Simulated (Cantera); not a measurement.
A Cantera script and what it prints.

```python
import numpy as np
import cantera as ct

gas_names = """
    Fe H H2 H2S N NH NH2 NH3 N2 N2H2 N2H4 S SH SN S2 S8
""".split()
cond_names = """
    Fe(a) Fe(c) Fe(d) Fe(L) FeS(a) FeS(b) FeS(c) FeS(L) FeS2(s) S(cr1) S(cr2) S(L)
""".split()


# ... load() reads the species with a 1 bar reference pressure and builds the phases ...
atoms = {
    'FeS2': {'Fe': 1, 'S': 2},
    'H2': {'H': 2},
    'N2': {'N': 2},
}
top_T = {'FeS2(s)': 1010}  # K; cautious upper limits of use, not melting points


# ... equilibrate(T, P, feed) seeds the gas with the atoms and calls Mixture.equilibrate('TP', solver="vcs", rtol=1e-11, max_steps=5000) ...
results = []
feed = {'FeS2': 1, 'H2': 3.3, 'N2': 6.1}  # mol
P = 69000  # Pa
for T in [825, 925, 1025, 1125, 1225, 1325, 1425, 1525, 1625, 1725, 1825, 1925, 2025, 2125]:
    mix = equilibrate(T, P, feed)
    results.append((T, P, feed, dict(zip(mix.species_names, mix.species_moles))))
    x = sorted(zip(gas.X, gas.species_names), reverse=True)
    print(f"T = {T:g} K  P = {P:g} Pa  gas = {mix.phase_moles(0):.4g} mol")
    print("   x: " + "  ".join(f"{s} {v:.3e}" for v, s in x if v > 0.001))
    print("   condensed (mol): " + ("  ".join(f"{mix.phase(i).name} {mix.phase_moles(i):.4g}"
          for i in range(1, mix.n_phases) if mix.phase_moles(i) > 1e-12) or "none"))
```

Result:

```
T = 825 K  P = 69000 Pa  gas = 9.399 mol
   x: N2 6.490e-01  H2 2.445e-01  H2S 1.064e-01
   condensed (mol): FeS(c) 1
T = 925 K  P = 69000 Pa  gas = 9.399 mol
   x: N2 6.489e-01  H2 2.446e-01  H2S 1.064e-01
   condensed (mol): FeS(c) 1
T = 1025 K  P = 69000 Pa  gas = 9.4 mol
   x: N2 6.489e-01  H2 2.447e-01  H2S 1.063e-01
   condensed (mol): FeS(c) 1
T = 1125 K  P = 69000 Pa  gas = 9.401 mol
   x: N2 6.488e-01  H2 2.449e-01  H2S 1.060e-01
   condensed (mol): FeS(c) 1
T = 1225 K  P = 69000 Pa  gas = 9.407 mol
   x: N2 6.484e-01  H2 2.460e-01  H2S 1.047e-01
   condensed (mol): FeS(c) 1
T = 1325 K  P = 69000 Pa  gas = 9.426 mol
   x: N2 6.472e-01  H2 2.494e-01  H2S 1.007e-01  S2 2.626e-03
   condensed (mol): FeS(c) 1
T = 1425 K  P = 69000 Pa  gas = 9.465 mol
   x: N2 6.445e-01  H2 2.564e-01  H2S 9.201e-02  S2 6.579e-03
   condensed (mol): FeS(c) 1
T = 1525 K  P = 69000 Pa  gas = 9.522 mol
   x: N2 6.406e-01  H2 2.667e-01  H2S 7.933e-02  S2 1.233e-02  SH 1.024e-03
   condensed (mol): FeS(L) 1
T = 1625 K  P = 69000 Pa  gas = 9.587 mol
   x: N2 6.363e-01  H2 2.779e-01  H2S 6.533e-02  S2 1.856e-02  SH 1.839e-03
   condensed (mol): FeS(L) 1
T = 1725 K  P = 69000 Pa  gas = 9.648 mol
   x: N2 6.322e-01  H2 2.881e-01  H2S 5.235e-02  S2 2.414e-02  SH 2.934e-03
   condensed (mol): FeS(L) 1
T = 1825 K  P = 69000 Pa  gas = 9.701 mol
   x: N2 6.288e-01  H2 2.964e-01  H2S 4.144e-02  S2 2.858e-02  SH 4.296e-03
   condensed (mol): FeS(L) 0.9999
T = 1925 K  P = 69000 Pa  gas = 9.746 mol
   x: N2 6.259e-01  H2 3.026e-01  H2S 3.273e-02  S2 3.181e-02  SH 5.899e-03
   condensed (mol): FeS(L) 0.9995
T = 2025 K  P = 69000 Pa  gas = 9.787 mol
   x: N2 6.233e-01  H2 3.067e-01  S2 3.398e-02  H2S 2.593e-02  SH 7.710e-03  H 1.283e-03
   condensed (mol): FeS(L) 0.9974
T = 2125 K  P = 69000 Pa  gas = 9.834 mol
   x: N2 6.203e-01  H2 3.088e-01  S2 3.540e-02  H2S 2.069e-02  SH 9.703e-03  H 2.429e-03  S 1.557e-03  Fe 1.067e-03
   condensed (mol): FeS(L) 0.9895
```

Cantera equilibrium calculation (NASA polynomials, part measured and part estimated; ideal gas, pure solids and liquids). FeS: taken at fixed stoichiometry. Gases not in the tables: S3 to S7.
